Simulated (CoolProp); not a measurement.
Vapour-liquid equilibrium of o-xylene (1) + n-decane (2) at 236.25 °C; x and y are mole fractions of (1).

Computed with CoolProp (multi-fluid Helmholtz-energy mixture model, Zhou 2012 and Lemmon 2006; pair parameters Bell 2016).

**Question.** Give the bubble pressure and the first vapour's composition at x = 0.35, 0.45, 0.75. Is there an azeotrope?

**Answer.** x = 0.35: 4.949 bar, y = 0.463; x = 0.45: 5.257 bar, y = 0.567; x = 0.75: 6.212 bar, y = 0.828. No azeotrope shows between x = 0.05 and 0.95.

The pair parameters rest on a limited set of measurements; away from them the model extrapolates.
